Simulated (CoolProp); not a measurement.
Vapour-liquid equilibrium of benzene (1) + n-decane (2) at 0.369 MPa; x and y are mole fractions of (1).

Computed with CoolProp (multi-fluid Helmholtz-energy mixture model, Thol 2012 and Lemmon 2006; pair parameters Bell 2016).

### Question
Give the bubble temperature and the first vapour's composition at x = 0.2, 0.275, 0.65. Is there an azeotrope?

### Answer
x = 0.2: 194.5 °C, y = 0.608; x = 0.275: 182.9 °C, y = 0.723; x = 0.65: 147.1 °C, y = 0.943. No azeotrope shows between x = 0.05 and 0.95.

The pair parameters rest on a limited set of measurements; away from them the model extrapolates.
